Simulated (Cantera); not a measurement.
An adiabatic, constant-volume homogeneous reactor starts with CH4 : H2 : O2 : N2 = 1 : 0.69 : 1.02 : 8.36 (molar parts), at 1425 K and 760 Torr. Integrator tolerance rtol = 1e-08.

Detailed kinetics in Cantera: GRI-Mech 3.0 (53 species, 325 reactions).

Problem. What does this change do: O2 1.02 to 0.68 parts?

Solution. 
```json
[
 {"quantity": "time of steepest temperature rise", "before": "0.834 ms", "after": "1.65 ms"},
 {"quantity": "temperature at 3.00 s", "before": "2276 K", "after": "1829 K"},
 {"quantity": "equilibrium temperature", "before": "2276 K", "after": "1828 K"},
 {"quantity": "x(CH4) at 3.00 s", "before": "7.64e-11 (gas-phase equilibrium 8.70e-11)", "after": "5.31e-5 (gas-phase equilibrium 8.13e-9)"},
 {"quantity": "x(H2) at 3.00 s", "before": "0.143 (gas-phase equilibrium 0.143)", "after": "0.196 (gas-phase equilibrium 0.196)"},
 {"quantity": "x(O2) at 3.00 s", "before": "5.64e-7 (gas-phase equilibrium 5.64e-7)", "after": "6.51e-11 (gas-phase equilibrium 6.45e-11)"},
 {"quantity": "x(NO) at 3.00 s", "before": "2.30e-5 (gas-phase equilibrium 2.30e-5)", "after": "6.63e-7 (gas-phase equilibrium 7.55e-8)"},
 {"quantity": "x(HCN) at 3.00 s", "before": "1.62e-7 (gas-phase equilibrium 1.62e-7)", "after": "7.27e-6 (gas-phase equilibrium 7.13e-7)"}
]
```

Problem. What does this change do: pressure from 760 Torr to 7500 Torr?

Solution. 
```
quantity                                                              before                                    after
---------------------------------  -----------------------------------------  ---------------------------------------
time of steepest temperature rise                                   0.834 ms                                 0.138 ms
temperature at 3.00 s                                                 2276 K                                   2290 K
equilibrium temperature                                               2276 K                                   2290 K
x(CH4) at 3.00 s                   7.64e-11 (gas-phase equilibrium 8.70e-11)  7.22e-9 (gas-phase equilibrium 8.12e-9)
x(H2) at 3.00 s                          0.143 (gas-phase equilibrium 0.143)      0.144 (gas-phase equilibrium 0.144)
x(O2) at 3.00 s                      5.64e-7 (gas-phase equilibrium 5.64e-7)  6.63e-8 (gas-phase equilibrium 6.63e-8)
x(NO) at 3.00 s                      2.30e-5 (gas-phase equilibrium 2.30e-5)  8.12e-6 (gas-phase equilibrium 8.12e-6)
x(HCN) at 3.00 s                     1.62e-7 (gas-phase equilibrium 1.62e-7)  1.62e-6 (gas-phase equilibrium 1.62e-6)
```
